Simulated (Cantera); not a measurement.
## Nitride etching: BN + H₂O + Cl₂

Feed: 1 mol BN, a varied amount of H₂O, 2.9 mol Cl₂, equilibrated at 1750 °C and 0.133 bar.

Equilibrium computed with Cantera from the NASA thermochemical tables; the gas is ideal and each condensed phase is pure. Candidate condensed phases: B, BN, B₂O₃, B₃O₃H₃, H₂O, NH₄Cl; 49 gas species. The tables' values for BOCl are old estimates; treat these amounts as uncertain. Kinetics and transport are ignored.

From 2.2 mol H₂O to 28 mol H₂O nothing is condensed. The main B-bearing gas is B₂O₃ at 2.2 mol H₂O and HBO₂ at 28 mol H₂O.

```csv
n(H₂O) (mol),log p H₂O,log p HCl,log p Cl,log p HBO₂,log p N₂,log p O₂,log p B₂O₃,log p BOCl,log p Cl₂
2.2,-2.77,-1.15,-1.49,-2.10,-2.04,-2.42,-2.39,-2.74,-2.79
2.8,-2.29,-1.12,-1.65,-1.96,-2.07,-2.23,-2.60,-3.05,-3.12
3.6,-1.90,-1.12,-1.83,-1.91,-2.11,-2.16,-2.88,-3.39,-3.47
4.7,-1.62,-1.15,-2.00,-1.91,-2.16,-2.16,-3.17,-3.70,-3.81
6.1,-1.43,-1.20,-2.14,-1.95,-2.22,-2.18,-3.43,-3.97,-4.10
7.8,-1.31,-1.25,-2.27,-2.00,-2.28,-2.23,-3.66,-4.20,-4.36
10,-1.21,-1.32,-2.40,-2.06,-2.35,-2.29,-3.88,-4.43,-4.61
13,-1.14,-1.39,-2.53,-2.14,-2.43,-2.35,-4.11,-4.65,-4.87
17,-1.08,-1.48,-2.66,-2.23,-2.52,-2.43,-4.34,-4.88,-5.14
22,-1.03,-1.56,-2.79,-2.31,-2.61,-2.51,-4.56,-5.10,-5.40
28,-1.00,-1.65,-2.91,-2.40,-2.70,-2.58,-4.76,-5.31,-5.64
```
log p: log10 of the partial pressure in bar; nothing condenses.
